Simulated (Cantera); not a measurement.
A freely propagating, adiabatic, planar premixed flame of H₂ : O₂ : N₂ = 1 : 0.357 : 1.34 (molar parts), unburnt at 450 K and 5.00 bar; mixture-averaged transport, grid criteria slope 0.08 and curve 0.16, no radiation.

Model: the H2/O2 subset of GRI-Mech 3.0, which has no nitrogen chemistry, integrated in Cantera. The hydrogen kinetics of GRI-Mech 3.0 are dated; newer H2 mechanisms differ, most at raised pressure. Burning velocities carry a grid error of a few per cent, more on coarse grids.

x: mole fraction of selected species; z is measured from the peak of heat release.

| z (mm) | T (K) | u (m/s) | x H₂ | x O₂ | x HO₂ | x OH | x O | x H₂O |
|---|---|---|---|---|---|---|---|---|
| -0.149 | 450 | 5.52 | 0.371 | 0.132 | <1e-8 | <1e-8 | <1e-8 | <1e-8 |
| -0.0994 | 450 | 5.52 | 0.371 | 0.132 | <1e-8 | <1e-8 | <1e-8 | 1.27e-8 |
| -0.0746 | 450 | 5.52 | 0.371 | 0.132 | 1.98e-8 | <1e-8 | <1e-8 | 1.54e-7 |
| -0.0497 | 451 | 5.52 | 0.370 | 0.133 | 6.31e-7 | <1e-8 | 2.77e-8 | 3.89e-6 |
| -0.0249 | 493 | 5.94 | 0.358 | 0.134 | 0.000327 | 2.40e-5 | 5.21e-6 | 0.00134 |
| -0.0124 | ___ | 9.31 | ___ | 0.128 | ___ | ___ | ___ | ___ |
| 0 | 1278 | 14.4 | 0.239 | 0.0962 | 0.000392 | 0.00263 | 0.00214 | 0.102 |
| 0.0124 | 1621 | 18.0 | 0.165 | 0.0494 | 0.000172 | 0.00601 | 0.00444 | 0.190 |
| 0.0249 | ___ | 20.0 | ___ | ___ | ___ | ___ | 0.00449 | ___ |
| 0.0497 | 1978 | 21.7 | 0.109 | 0.00595 | 1.83e-5 | 0.0108 | 0.00344 | 0.271 |
| 0.0994 | 2123 | 23.1 | 0.110 | 0.00255 | 7.64e-6 | 0.0102 | 0.00213 | 0.282 |
| 0.199 | 2241 | 24.2 | 0.112 | 0.00126 | 3.66e-6 | 0.00812 | 0.00107 | 0.291 |
| 0.398 | 2325 | 24.9 | 0.114 | 0.000535 | 1.49e-6 | 0.00570 | 0.000448 | 0.297 |

Task: Fill in the missing entries.

Result: 
- -0.0124, T (K): 801
- -0.0124, x H₂: 0.315
- -0.0124, x HO₂: 0.000940
- -0.0124, x OH: 0.00118
- -0.0124, x O: 0.000235
- -0.0124, x H₂O: 0.0273
- 0.0249, T (K): 1807
- 0.0249, x H₂: 0.126
- 0.0249, x O₂: 0.0211
- 0.0249, x HO₂: 6.88e-5
- 0.0249, x OH: 0.00881
- 0.0249, x H₂O: 0.242
